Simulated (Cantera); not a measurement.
A freely propagating, adiabatic, planar premixed flame of CH₄ : CO : O₂ : N₂ = 1 : 0.34 : 2.55 : 11.7 (molar parts), unburnt at 425 K and 500000 Pa; mixture-averaged transport, grid criteria slope 0.08 and curve 0.16, no radiation.

Model: GRI-Mech 3.0 (53 species, 325 reactions), integrated in Cantera. Burning velocities carry a grid error of a few per cent, more on coarse grids.

Problem. What does this change do: CH4 1 to 0.78 parts?

Solution. 
| quantity | before | after |
|---|---|---|
| laminar burning velocity | 19.3 cm/s | 10.1 cm/s |
| thermal thickness | 0.199 mm | 0.326 mm |
| peak x(CH₂O) | 0.000931 | 0.000744 |
| peak x(C₂H₄) | 0.000317 | 0.000196 |
| peak x(HCO) | 6.94e-6 | 1.97e-6 |
